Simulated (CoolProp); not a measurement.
Vapour-liquid equilibrium of propane (1) + n-perfluorobutane (2) at 271.9 K; x and y are mole fractions of (1).

Computed with CoolProp (multi-fluid Helmholtz-energy mixture model, Lemmon 2009 and Gao 2022; pair parameters Bell 2016).

```tsv
x	bubble pressure, mixture model (bar)	bubble pressure, Raoult's law (bar)	y, mixture model	y, Raoult's law
0.05	1.678	1.221	0.390	0.187
0.2	3.039	1.749	0.689	0.522
0.35	3.742	2.278	0.767	0.702
0.5	4.084	2.806	0.802	0.814
0.65	4.292	3.334	0.829	0.890
0.8	4.468	3.862	0.869	0.946
0.95	4.580	4.390	0.951	0.988
```

The largest gap from Raoult's law is +73.8 % in bubble pressure, at x = 0.2. No azeotrope shows between x = 0.05 and 0.95.

Pair parameters are fitted to limited data, so mixtures are less certain than the pure fluids. With so large a gap from Raoult's law the liquid may split in two, which this calculation doesn't test in full.
